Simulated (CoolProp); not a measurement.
Vapour-liquid equilibrium of n-hexane (1) + benzene (2) at 1.48 MPa; x and y are mole fractions of (1).

Computed with CoolProp (multi-fluid Helmholtz-energy mixture model, Thol 2019 and Thol 2012; pair parameters Bell 2016).

**Question.** Give the bubble temperature and the first vapour's composition at x = 0.5, 0.65, 0.725. Is there an azeotrope?

**Answer.** x = 0.5: 190.0 °C, y = 0.536; x = 0.65: 188.6 °C, y = 0.669; x = 0.725: 188.2 °C, y = 0.737. y crosses x between x = 0.875 and 0.95: the model has an azeotrope there.

Pair parameters are fitted to limited data, so mixtures are less certain than the pure fluids.
